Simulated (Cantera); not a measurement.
Input: 1 mol Si, 0.36 mol CO2, 50 mol H2, at 1375 °C.

Method: chemical equilibrium by Gibbs-energy minimisation in Cantera with the NASA 1993 tables (ideal gas, pure condensed phases). Candidate condensed phases: C, C6H6, C7H8, C8H18, H2O, Si, SiC, SiO2; 123 gas species. Mutual solubility and eutectic melting of coexisting phases are not modelled. The tables hold silica as quartz up to 1696 K and as liquid above; real silica turns to tridymite and cristobalite and melts near 1996 K. Gases not in the tables: Si2H6 and higher silanes. The numbers say what is thermodynamically allowed, not how fast it happens.

Task: What share of the Si ends up in condensed phases as a function of P (Pa), at 10, 61, 370, 2200, 13000, 82000, 500000, 3000000?

Result: 
```tsv
P (Pa)	Si condensed (%)	as
10	27.9	SiC(s)
61	31.1	SiC(s)
370	31.8	SiC(s)
2200	31.9	SiC(s)
13000	32.0	SiC(s)
82000	63.2	Si(s) + SiC(s) + SiO2(β-quartz)
500000	93.9	Si(s) + SiC(s) + SiO2(β-quartz)
3000000	98.8	Si(s) + SiC(s) + SiO2(β-quartz)
```
